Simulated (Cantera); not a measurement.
Equilibrium for silicon etching in halogen gases: Si + Br₂ + H₂

Input: 1 mol Si, 0.78 mol Br₂, 5.6 mol H₂, equilibrated at 1.60 Pa.

Cantera equilibrium calculation (NASA polynomials, part measured and part estimated; ideal gas, pure solids and liquids). Candidate condensed phases: Br₂, Si; 19 gas species. The tables' values for SiBr₃, SiBr are old estimates; treat these amounts as uncertain. Kinetics and transport are ignored.

```csv
T (K),x H₂,x HBr,x SiBr₄,x SiBr₂,x Br,x SiBr₃,x SiHBr₃,x H,n Si(s)
698,0.927,0.0105,0.0619,4.12e-5,3.98e-9,1.92e-5,0.000574,5.46e-12,0.625
748,0.919,0.0218,0.0587,0.000232,4.74e-8,6.43e-5,0.000587,6.90e-11,0.641
798,0.904,0.0407,0.0532,0.00102,4.08e-7,0.000177,0.000572,6.34e-10,0.667
848,0.883,0.0684,0.0443,0.00359,2.66e-6,0.000403,0.000517,4.47e-9,0.702
898,0.854,0.103,0.0315,0.01000,1.35e-5,0.000730,0.000411,2.53e-8,0.737
948,0.825,0.136,0.0167,0.0211,5.30e-5,0.000967,0.000260,1.19e-7,0.756
998,0.805,0.155,0.00576,0.0322,0.000161,0.000862,0.000120,4.83e-7,0.753
1048,0.799,0.159,0.00148,0.0386,0.000397,0.000574,4.43e-5,1.73e-6,0.741
1098,0.799,0.157,0.000365,0.0419,0.000867,0.000352,1.60e-5,5.53e-6,0.728
1148,0.800,0.153,9.72e-5,0.0441,0.00175,0.000217,6.07e-6,1.60e-5,0.717
1198,0.802,0.149,2.83e-5,0.0455,0.00332,0.000137,2.46e-6,4.26e-5,0.708
1248,0.803,0.145,8.96e-6,0.0464,0.00595,8.83e-5,1.06e-6,0.000105,0.702
```
x: gas mole fraction; n: condensed amount in mol.

From 698 K to 1248 K the condensed part is Si(s). The main Si-bearing gas is SiBr₄ at 698 K and SiBr₂ at 1248 K. The share of Si in condensed phases is highest at 948 K (75.6 %) and lowest at 698 K (62.5 %).
